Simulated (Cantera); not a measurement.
Charge: 1 mol TiO2, 5.1 mol CH4, 0.23 mol H2, equilibrated at 630 Torr.

Cantera equilibrium calculation (NASA polynomials, part measured and part estimated; ideal gas, pure solids and liquids). Candidate condensed phases: C, C6H6, C7H8, C8H18, H2O, Ti, TiC, TiO, TiO2, Ti2O3, Ti3O5, Ti4O7; 113 gas species. Rates play no part.

Task: At 1300 K, list the 4 most abundant gas species with their mole fractions, and the condensed phases.

Result: H2 0.963, CO 0.0309, CH4 0.00612, H2O 0.000228. Condensed: C(graphite) + Ti3O5(s).
